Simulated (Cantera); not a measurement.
What does this Cantera script print?

```python
import numpy as np
import cantera as ct

gas_names = """
    Cu CuF CuF2 Cu2 F F2 N NF NF2 NF3 N2
""".split()
cond_names = """
    Cu(cr) Cu(L) CuF2(s) CuF2(L)
""".split()


# ... load() reads the species with a 1 bar reference pressure and builds the phases ...
atoms = {
    'CuF2': {'Cu': 1, 'F': 2},
    'N2': {'N': 2},
}
top_T = {}  # K; cautious upper limits of use, not melting points


# ... equilibrate(T, P, feed) seeds the gas with the atoms and calls Mixture.equilibrate('TP', solver="vcs", rtol=1e-11, max_steps=5000) ...
results = []
feed = {'CuF2': 1, 'N2': 20}  # mol
P = 810  # Pa
for T in [1000, 1075, 1150, 1225, 1300, 1375, 1450, 1525, 1600, 1675, 1750, 1825, 1900, 1975]:
    mix = equilibrate(T, P, feed)
    results.append((T, P, feed, dict(zip(mix.species_names, mix.species_moles))))
    x = sorted(zip(gas.X, gas.species_names), reverse=True)
    print(f"T = {T:g} K  P = {P:g} Pa  gas = {mix.phase_moles(0):.4g} mol")
    print("   x: " + "  ".join(f"{s} {v:.3e}" for v, s in x if v > 0.001))
    print("   condensed (mol): " + ("  ".join(f"{mix.phase(i).name} {mix.phase_moles(i):.4g}"
          for i in range(1, mix.n_phases) if mix.phase_moles(i) > 1e-12) or "none"))
```

Output:

```
T = 1000 K  P = 810 Pa  gas = 20.03 mol
   x: N2 9.985e-01  CuF2 1.482e-03
   condensed (mol): CuF2(s) 0.9703
T = 1075 K  P = 810 Pa  gas = 20.25 mol
   x: N2 9.877e-01  CuF2 1.223e-02
   condensed (mol): CuF2(s) 0.752
T = 1150 K  P = 810 Pa  gas = 21 mol
   x: N2 9.523e-01  CuF2 4.752e-02
   condensed (mol): none
T = 1225 K  P = 810 Pa  gas = 21.01 mol
   x: N2 9.521e-01  CuF2 4.733e-02
   condensed (mol): none
T = 1300 K  P = 810 Pa  gas = 21.01 mol
   x: N2 9.517e-01  CuF2 4.688e-02
   condensed (mol): none
T = 1375 K  P = 810 Pa  gas = 21.03 mol
   x: N2 9.508e-01  CuF2 4.591e-02  CuF 1.635e-03  F 1.635e-03
   condensed (mol): none
T = 1450 K  P = 810 Pa  gas = 21.07 mol
   x: N2 9.491e-01  CuF2 4.402e-02  CuF 3.432e-03  F 3.432e-03
   condensed (mol): none
T = 1525 K  P = 810 Pa  gas = 21.14 mol
   x: N2 9.461e-01  CuF2 4.074e-02  F 6.567e-03  CuF 6.567e-03
   condensed (mol): none
T = 1600 K  P = 810 Pa  gas = 21.24 mol
   x: N2 9.415e-01  CuF2 3.562e-02  F 1.145e-02  CuF 1.145e-02
   condensed (mol): none
T = 1675 K  P = 810 Pa  gas = 21.39 mol
   x: N2 9.351e-01  CuF2 2.864e-02  F 1.812e-02  CuF 1.812e-02
   condensed (mol): none
T = 1750 K  P = 810 Pa  gas = 21.56 mol
   x: N2 9.278e-01  F 2.582e-02  CuF 2.581e-02  CuF2 2.058e-02
   condensed (mol): none
T = 1825 K  P = 810 Pa  gas = 21.72 mol
   x: N2 9.209e-01  F 3.307e-02  CuF 3.303e-02  CuF2 1.300e-02
   condensed (mol): none
T = 1900 K  P = 810 Pa  gas = 21.84 mol
   x: N2 9.157e-01  F 3.853e-02  CuF 3.840e-02  CuF2 7.319e-03
   condensed (mol): none
T = 1975 K  P = 810 Pa  gas = 21.92 mol
   x: N2 9.124e-01  F 4.196e-02  CuF 4.161e-02  CuF2 3.837e-03
   condensed (mol): none
```

Equilibrium computed with Cantera from the NASA thermochemical tables; the gas is ideal and each condensed phase is pure.
